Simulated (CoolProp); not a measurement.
Nitrogen along the isotherm 111.1 K: density (kg/m³) from the reference equation and from simpler models built on Tc = 126.2 K, pc = 3.396 MPa, ω = 0.037; each cubic takes its own stable root.

Computed with CoolProp (reference Helmholtz-energy equation of state, Span 2000).

| p (MPa) | phase | reference | van der Waals | Redlich-Kwong | Peng-Robinson |
|---|---|---|---|---|---|
| 0.943 | gas | 33.78 | 32.71 | 33.78 | 34.26 |
| 1.89 | liquid | 617.1 | 83.00 | 574.2 | 650.8 |
| 2.83 | liquid | 628.1 | 434.5 | 592.1 | 669.6 |
| 3.77 | liquid | ___ | 449.6 | 606.9 | 685.2 |
| 4.72 | liquid | 645.8 | 461.5 | 619.8 | 698.9 |
| 5.66 | liquid | 653.2 | ___ | 631.0 | 710.8 |
| 6.6 | liquid | 659.9 | 479.6 | 641.0 | 721.6 |
| 7.55 | liquid | 666.2 | ___ | 650.2 | ___ |
| 8.49 | liquid | 672.0 | 493.6 | 658.6 | 740.3 |

Task: Complete the blanks.

Result: 
- 3.77, reference: 637.4
- 5.66, van der Waals: 471.3
- 7.55, van der Waals: 487.1
- 7.55, Peng-Robinson: 731.4

At some of these states van der Waals gives the other phase, because its saturation line lies elsewhere.
